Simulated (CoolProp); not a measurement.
Vapour-liquid equilibrium of n-hexane (1) + p-xylene (2) at 0.525 MPa; x and y are mole fractions of (1).

Computed with CoolProp (multi-fluid Helmholtz-energy mixture model, Thol 2019 and Zhou 2012; pair parameters Bell 2016).

```json
[
 {"x": "0.05", "bubble temperature (°C)": "204.2", "y at the bubble point": "0.169", "dew temperature at overall composition x (°C)": "210.3", "liquid density (mol/L)": "6.375"},
 {"x": "0.2", "bubble temperature (°C)": "183.6", "y at the bubble point": "0.506", "dew temperature at overall composition x (°C)": "202.5", "liquid density (mol/L)": "6.469"},
 {"x": "0.35", "bubble temperature (°C)": "168.7", "y at the bubble point": "0.693", "dew temperature at overall composition x (°C)": "193.9", "liquid density (mol/L)": "6.501"},
 {"x": "0.5", "bubble temperature (°C)": "157.4", "y at the bubble point": "0.807", "dew temperature at overall composition x (°C)": "184.1", "liquid density (mol/L)": "6.492"},
 {"x": "0.65", "bubble temperature (°C)": "148.5", "y at the bubble point": "0.883", "dew temperature at overall composition x (°C)": "172.5", "liquid density (mol/L)": "6.456"},
 {"x": "0.8", "bubble temperature (°C)": "141.0", "y at the bubble point": "0.940", "dew temperature at overall composition x (°C)": "158.1", "liquid density (mol/L)": "6.400"},
 {"x": "0.95", "bubble temperature (°C)": "134.4", "y at the bubble point": "0.986", "dew temperature at overall composition x (°C)": "139.6", "liquid density (mol/L)": "6.332"}
]
```

No azeotrope shows between x = 0.05 and 0.95.

Pair parameters are fitted to limited data, so mixtures are less certain than the pure fluids.
